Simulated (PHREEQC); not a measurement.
## Spent oxide etchant: speciation

Make-up at 25 °C: 1e-05 mol/kgw HF, 0.0028 mol/kgw (NH4)2SiF6, 4e-06 mol/kgw H3BO3 and 0.00019 mol/kgw HCl. Closed to the air; pH follows from the charge balance.

All values are PHREEQC results (ion-association model, phreeqc.dat), not measurements.

This is a speciation only: nothing precipitates in the calculation.

### Question
Estimate the pH, ionic strength.

### Answer
pH 3.16; ionic strength 0.00864 mol/kgw.

### Question
In which forms is B present?

### Answer
H3BO3 70 %, BF4- 21 %, BF3OH- 5.1 %, BF2(OH)2- 4.7 % of the B.

Examples of supersaturated solids here: Quartz (slow to form), Chalcedony (slow to form). Others may be too. Species that the database lacks are ignored. SiF6-2 is the database's only silicon fluoride. Real BF4- forms and hydrolyses slowly; the run takes it at equilibrium.
